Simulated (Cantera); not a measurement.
A closed system holds: 1 mol SiH₂Cl₂, 0.068 mol C₃H₈, 5.9 mol H₂, 4.9 mol HCl, at 7.60 mbar.

Method: chemical equilibrium by Gibbs-energy minimisation in Cantera with the NASA 1993 tables (ideal gas, pure condensed phases). Candidate condensed phases: C, C₆H₆, C₇H₈, C₈H₁₈, Si, SiC; 109 gas species. The tables' values for SiCl, SiCl₃ are old estimates; treat these amounts as uncertain. Gases not in the tables: Si₂H₆ and higher silanes. Kinetics and transport are ignored.

x: gas mole fraction; n: condensed amount in mol.

```
T (K)   x H₂  x HCl      x H     x Cl  x SiCl₂     x Si  n SiC(s)  n C(graphite)
-----  -----  -----  -------  -------  -------  -------  --------  -------------
1775   0.533  0.403  0.00242  0.00141   0.0590  1.75e-5     0.204              0
1875   0.530  0.400  0.00547  0.00313   0.0593  8.36e-5     0.203              0
1975   0.526  0.396      ___      ___   0.0590      ___     0.200              0
2075   0.517  0.388   0.0220   0.0122   0.0576  0.00121     0.191              0
2175   0.501  0.374      ___      ___   0.0549      ___       ___            ___
2275   0.477  0.348   0.0673   0.0354   0.0521   0.0112         0          0.102
2375   0.432  0.333    0.106   0.0585   0.0361   0.0201         0        0.00323
2475   0.382  0.303    0.160   0.0896   0.0213   0.0305         0              0
```

Task: Some entries are withheld; supply them.

Result: 
- 1975, x H: 0.0114
- 1975, x Cl: 0.00641
- 1975, x Si: 0.000341
- 2175, x H: 0.0397
- 2175, x Cl: 0.0216
- 2175, x Si: 0.00377
- 2175, n SiC(s): 0.156
- 2175, n C(graphite): 0.00538
